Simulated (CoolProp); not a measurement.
R1234yf along the isotherm 228.6 K: density (kg/m³) from the reference equation and from simpler models built on Tc = 367.8 K, pc = 33.84 bar, ω = 0.276; each cubic takes its own stable root.

Values from CoolProp's reference Helmholtz-energy equation of state, Lemmon 2022.

```json
[
 {"p (bar)": "1.07", "phase": "liquid", "reference": "1305", "Soave-Redlich-Kwong": "1166", "Peng-Robinson": "1316"},
 {"p (bar)": "1.67", "phase": "liquid", "reference": "1305", "Soave-Redlich-Kwong": "1166", "Peng-Robinson": "1317"},
 {"p (bar)": "2.59", "phase": "liquid", "reference": "1305", "Soave-Redlich-Kwong": "1166", "Peng-Robinson": "1317"},
 {"p (bar)": "4.04", "phase": "liquid", "reference": "1305", "Soave-Redlich-Kwong": "1167", "Peng-Robinson": "1317"},
 {"p (bar)": "6.29", "phase": "liquid", "reference": "1306", "Soave-Redlich-Kwong": "1168", "Peng-Robinson": "1318"},
 {"p (bar)": "9.8", "phase": "liquid", "reference": "1307", "Soave-Redlich-Kwong": "1169", "Peng-Robinson": "1319"},
 {"p (bar)": "15.3", "phase": "liquid", "reference": "(withheld)", "Soave-Redlich-Kwong": "1171", "Peng-Robinson": "1321"},
 {"p (bar)": "23.7", "phase": "liquid", "reference": "(withheld)", "Soave-Redlich-Kwong": "1173", "Peng-Robinson": "1324"},
 {"p (bar)": "37", "phase": "liquid", "reference": "1313", "Soave-Redlich-Kwong": "1178", "Peng-Robinson": "1328"},
 {"p (bar)": "57.6", "phase": "liquid", "reference": "1318", "Soave-Redlich-Kwong": "1184", "Peng-Robinson": "1333"},
 {"p (bar)": "89.7", "phase": "liquid", "reference": "1326", "Soave-Redlich-Kwong": "1193", "Peng-Robinson": "1342"},
 {"p (bar)": "140", "phase": "liquid", "reference": "1336", "Soave-Redlich-Kwong": "1205", "Peng-Robinson": "1354"},
 {"p (bar)": "217", "phase": "liquid", "reference": "(withheld)", "Soave-Redlich-Kwong": "1222", "Peng-Robinson": "1370"},
 {"p (bar)": "338", "phase": "liquid", "reference": "1372", "Soave-Redlich-Kwong": "1243", "Peng-Robinson": "1391"}
]
```

### Question
What belongs in the gaps?

### Answer

- 15.3, reference: 1308
- 23.7, reference: 1310
- 217, reference: 1351
